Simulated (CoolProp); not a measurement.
A single-stage vapour-compression cycle with R142b: evaporating at 329.15 K (dew point), condensing at 349.15 K (bubble point), superheat 0 K, subcooling 2 K, compressor efficiency 0.75, no pressure losses. Each further row changes one setting.

The numbers come from the reference Helmholtz-energy equation of state, Lemmon 2006 in CoolProp. It is a short technical equation, of lower accuracy than the large ones.

| case | cooling COP | pressure ratio | discharge temperature (K) | refrigerating effect (kJ/kg) | volumetric capacity (kJ/m³) |
|---|---|---|---|---|---|
| as stated | (withheld) | 1.59 | 351.9 | 153 | 5340 |
| evaporating temperature 334.15 K | (withheld) | 1.41 | (withheld) | 155 | 6160 |
| condensing temperature 344.15 K | 15.0 | 1.43 | 346.3 | 160 | 5600 |
| subcooling 7 K | 11.4 | 1.59 | 351.9 | 160 | 5600 |
| superheat 10 K | (withheld) | 1.59 | 361.8 | 163 | (withheld) |
| compressor efficiency 0.65 | 9.46 | 1.59 | 353.8 | 153 | 5340 |

Question: Complete the blanks.

Answer: 
- as stated, cooling COP: 10.9
- evaporating temperature 334.15 K, cooling COP: 15.1
- evaporating temperature 334.15 K, discharge temperature (K): 351.2
- superheat 10 K, cooling COP: 11.0
- superheat 10 K, volumetric capacity (kJ/m³): 5410
